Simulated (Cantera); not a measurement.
A closed system holds: 1 mol CH₃F, 9.4 mol H₂, equilibrated at 2550 K and 10.0 Torr.

Cantera equilibrium calculation (NASA polynomials, part measured and part estimated; ideal gas, pure solids and liquids). Candidate condensed phases: C, C₆H₆, C₇H₈, C₈H₁₈; 95 gas species. The numbers say what is thermodynamically allowed, not how fast it happens.

Base state: H₂ 0.688, H 0.224, HF 0.0778, C₂H₂ (acetylene) 0.00916, C₂H 0.000237, C₃ 7.99e-5, F 6.01e-5, C₄H₂ 5.04e-5 (mole fractions); condensed: C(graphite).

Task: What changes in the equilibrium state with this change: temperature from 2550 K to 1948.15 K?

Result: 
```tsv
species	before	after
H₂	0.688	0.903
HF	0.0778	0.0873
H	0.224	0.00931
C₃	7.99e-5	<1e-9
C	2.45e-5	<1e-9
C₂H	0.000237	7.85e-8
C(graphite), mol	0.752	0.989
```
